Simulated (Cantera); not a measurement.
Input (Python, Cantera) and output of one run.

```python
import numpy as np
import cantera as ct

gas_names = """
    B BF BF2 BF3 BN B2 F F2 N NF NF2 NF3 N2
""".split()
cond_names = """
    B(b) B(L) BN(s)
""".split()


# ... load() reads the species with a 1 bar reference pressure and builds the phases ...
atoms = {
    'BN': {'B': 1, 'N': 1},
    'F2': {'F': 2},
}
top_T = {'BN(s)': 3200}  # K; cautious upper limits of use, not melting points


# ... equilibrate(T, P, feed) seeds the gas with the atoms and calls Mixture.equilibrate('TP', solver="vcs", rtol=1e-11, max_steps=5000) ...
results = []
feed = {'BN': 1, 'F2': 2.6}  # mol
P = 10000  # Pa
for T in [773, 873, 973, 1073, 1173, 1273, 1373, 1473, 1573, 1673, 1773, 1873, 1973]:
    mix = equilibrate(T, P, feed)
    results.append((T, P, feed, dict(zip(mix.species_names, mix.species_moles))))

top = {s: max(r[3][s] / sum(r[3][g] for g in gas_names) for r in results) for s in gas_names}
cols = sorted((s for s in top if top[s] > 0.0001), key=lambda s: -top[s])[:8]
seen = [c for c in cond_names if any(r[3].get(c, 0) > 1e-12 for r in results)]
print("log10 of partial pressures in bar; condensed amounts in mol")
print(f"{'T/K':>10s}" + "".join(f"{s[:9]:>10s}" for s in cols + seen))
for T, P, feed, n in results:
    ng = sum(n[g] for g in gas_names)
    print(f"{T:10.4g}" + "".join(f"{np.log10(max(n[s] / ng * P / 1e5, 1e-99)):10.3f}" for s in cols)
          + "".join(f"{n.get(c, 0):10.4g}" for c in seen))
```

Output:

```
log10 of partial pressures in bar; condensed amounts in mol
       T/K         F       BF3        F2        N2       NF3
       773    -3.082    -1.348    -1.631    -1.856    -1.769
       873    -2.358    -1.409    -1.451    -1.751    -2.456
       973    -1.873    -1.443    -1.491    -1.750    -3.314
      1073    -1.544    -1.482    -1.659    -1.783    -4.227
      1173    -1.354    -1.523    -1.965    -1.825    -5.239
      1273    -1.271    -1.550    -2.379    -1.851    -6.317
      1373    -1.242    -1.562    -2.817    -1.863    -7.358
      1473    -1.232    -1.566    -3.228    -1.867    -8.301
      1573    -1.228    -1.567    -3.598    -1.868    -9.137
      1673    -1.227    -1.568    -3.928    -1.869    -9.877
      1773    -1.226    -1.568    -4.222    -1.869   -10.535
      1873    -1.226    -1.568    -4.486    -1.869   -11.122
      1973    -1.226    -1.568    -4.724    -1.869   -11.650
```

Method: chemical equilibrium by Gibbs-energy minimisation in Cantera with the NASA 1993 tables (ideal gas, pure condensed phases).
